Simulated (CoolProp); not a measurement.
Computed with CoolProp (reference Helmholtz-energy equation of state, Guder 2009).

### Question
For sulfur hexafluoride, give the phase and the cp (kJ/(kg K)), Joule-Thomson coefficient (K/MPa), fugacity coefficient at 235 K and 0.784 MPa.

### Answer
- 235 K and 0.784 MPa: liquid; cp 0.871, Joule-Thomson coefficient -0.200, fugacity coefficient 0.433
